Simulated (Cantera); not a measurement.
Input: 1 mol Cu₂O, 8.5 mol H₂, held at 1650 Torr.

Method: chemical equilibrium by Gibbs-energy minimisation in Cantera with the NASA 1993 tables (ideal gas, pure condensed phases). Candidate condensed phases: Cu, CuO, Cu(OH)₂, Cu₂O, H₂O; 12 gas species. The numbers say what is thermodynamically allowed, not how fast it happens.

Q: Which condensed phases are stable at each of these points (T (°C)): 500, 700, 900, 1100, 1300, 1500, 1700, 1900?

A: 
```tsv
T (°C)	condensed phases	Cu condensed (%)
500	Cu(s)	100.0
700	Cu(s)	100.0
900	Cu(s)	100.0
1100	Cu(l)	100.0
1300	Cu(l)	100.0
1500	Cu(l)	99.9
1700	Cu(l)	99.3
1900	Cu(l)	96.3
```

From 500 °C to 900 °C the condensed part is Cu(s). From 1100 °C to 1900 °C the condensed part is Cu(l).
